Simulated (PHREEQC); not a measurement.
Consider water at 25 °C with 0.062 mol/kgw H2SO4, 0.00046 mol/kgw Li2SO4, 4.8e-05 mol/kgw MnSO4 and 0.084 mol/kgw LiOH. Closed to the air; pH follows from the charge balance.

Equilibrium calculation in PHREEQC: ion-association model, phreeqc.dat.

```yaml
pH: 1.84
ionic_strength: 0.134 mol/kgw
density: 1.002 g/cm³
total_alkalinity: -40.0 meq/kg
```

```json
[
 {"species": "Li+", "molality": "0.0806", "activity": "0.0628", "log γ": "-0.109"},
 {"species": "SO4-2", "molality": "0.0359", "activity": "0.0121", "log γ": "-0.472"},
 {"species": "HSO4-", "molality": "0.0222", "activity": "0.0170", "log γ": "-0.116"},
 {"species": "H+", "molality": "0.0178", "activity": "0.0144", "log γ": "-0.090"},
 {"species": "LiSO4-", "molality": "0.00434", "activity": "0.00332", "log γ": "-0.117"},
 {"species": "Mn+2", "molality": "2.71e-5", "activity": "9.99e-6", "log γ": "-0.434"},
 {"species": "MnSO4", "molality": "2.09e-5", "activity": "2.15e-5", "log γ": "0.013"}
]
```

No solid was allowed to form. Species that the database lacks are ignored.
